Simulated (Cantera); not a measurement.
Input: 1 mol Fe(CO)5, 0.16 mol O2, 36 mol H2, at 1.00 Torr.

Method: chemical equilibrium by Gibbs-energy minimisation in Cantera with the NASA 1993 tables (ideal gas, pure condensed phases). Candidate condensed phases: C, C6H6, C7H8, C8H18, Fe, Fe(CO)5, FeO, Fe(OH)2, Fe(OH)3, Fe2O3, Fe3O4, H2O; 114 gas species. The numbers say what is thermodynamically allowed, not how fast it happens. All values below are at 823 K.

Base state: H2 0.873, CO 0.119, H2O 0.00544, CO2 0.00269, CH4 0.000319 (mole fractions); condensed: Fe(α).

Q: What changes in the equilibrium state with this change: pressure from 1.00 Torr to 5.03 Torr?

A: 
```tsv
species	before	after
H2	0.873	0.868
CO	0.119	0.114
H2O	0.00544	0.00878
CH4	0.000319	0.00471
CO2	0.00269	0.00416
Fe(α), mol	1.00	1.00
C(graphite), mol	0	0.0140
```
Condensed phases not in the tables: cementite and carbon dissolved in iron.
